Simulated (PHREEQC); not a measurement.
Dissolve 0.44 mmol/kgw NH4HF2, 0.014 mmol/kgw (NH4)2SiF6 and 0.59 mmol/kgw H3PO4 at 25 °C. Closed to the air; pH follows from the charge balance.

Computed with PHREEQC (ion-association model, phreeqc.dat).

This is a speciation only: nothing precipitates in the calculation.

Question: Order these F species by the share of F that they hold, largest first: HF, F-, HF2-.

Answer: F- (54 %), HF (46 %), HF2- (0.18 %)

The pH is 3.24 and the ionic strength 0.00107 mol/kgw. Species that the database lacks are ignored. SiF6-2 is the database's only silicon fluoride.
